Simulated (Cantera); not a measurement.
Feed: 1 mol SO2, 0.93 mol H2O, held at 2602 °C and 16.0 Pa.

Cantera equilibrium calculation (NASA polynomials, part measured and part estimated; ideal gas, pure solids and liquids). The numbers say what is thermodynamically allowed, not how fast it happens.

```json
[
 {"species": "SO2", "before": "0.000604", "after": "0.518"},
 {"species": "H2O", "before": "5.60e-5", "after": "0.482"},
 {"species": "H2", "before": "0.00151", "after": "0.000272"},
 {"species": "O", "before": "0.484", "after": "1.58e-7"},
 {"species": "S", "before": "0.157", "after": "1.18e-9"},
 {"species": "H", "before": "0.326", "after": "1.40e-6"},
 {"species": "SO", "before": "0.0209", "after": "2.83e-5"},
 {"species": "S2", "before": "0.000132", "after": "<1e-9"},
 {"species": "SH", "before": "0.000122", "after": "<1e-9"},
 {"species": "OH", "before": "0.00362", "after": "3.20e-5"},
 {"species": "O2", "before": "0.00714", "after": "0.000138"}
]
```
Gas species are given as mole fractions.

Task: Which change was made?
(A) temperature from 2602 °C to 1025 °C
(B) pressure from 16.0 Pa to 96.0 Pa
(C) temperature from 2602 °C to 2150 °C
(D) temperature from 2602 °C to 1200 °C

Result: A, temperature from 2602 °C to 1025 °C
